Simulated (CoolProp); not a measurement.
Vapour-liquid equilibrium of R22 (1) + R114 (2) at 1.21 MPa; x and y are mole fractions of (1).

Values from CoolProp's multi-fluid Helmholtz-energy mixture model, Kamei 1995 and Platzer 1990; pair parameters Bell 2016. This equation is an older, rougher fit; its heat capacities, sound speeds and derivatives of the liquid may be far off and weren't checked against measurements.

Task: Give the bubble temperature and the first vapour's composition at x = 0.25, 0.35, 0.75. Is there an azeotrope?

Result: x = 0.25: 336.5 K, y = 0.530; x = 0.35: 329.7 K, y = 0.636; x = 0.75: 311.7 K, y = 0.889. No azeotrope shows between x = 0.05 and 0.95.

Pair parameters are fitted to limited data, so mixtures are less certain than the pure fluids.
